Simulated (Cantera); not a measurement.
Input: 1 mol B₂H₆, 4.4 mol O₂, 0.6 mol H₂, 1.9 mol N₂, equilibrated at 2.03 Torr.

Cantera equilibrium calculation (NASA polynomials, part measured and part estimated; ideal gas, pure solids and liquids). Candidate condensed phases: B, BN, B₂O₃, B₃O₃H₃, H₂O; 39 gas species. The feed counts by its element totals alone. Gases not in the tables: H₃BO₃. Kinetics and transport are ignored.

### Question
At 1073 K, list the 6 most abundant gas species with their mole fractions, and the condensed phases.

### Answer
H₂O 0.544, N₂ 0.288, O₂ 0.167, HBO₂ 0.00154, (HBO₂)₃ 0.000410, NO 3.56e-5. Condensed: B₂O₃(l).
